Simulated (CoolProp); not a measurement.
Vapour-liquid equilibrium of n-butane (1) + R113 (2) at -28.35 °C; x and y are mole fractions of (1).

Values from CoolProp's multi-fluid Helmholtz-energy mixture model, Bücker 2006 and Marx 1992; pair parameters Bell 2016.

Q: Give the bubble pressure and the first vapour's composition at x = 0.05, 0.2, 0.5. Is there an azeotrope?

A: x = 0.05: 0.05220 bar, y = 0.428; x = 0.2: 0.1069 bar, y = 0.760; x = 0.5: 0.1901 bar, y = 0.907. No azeotrope shows between x = 0.05 and 0.95.

The pair parameters rest on a limited set of measurements; away from them the model extrapolates.
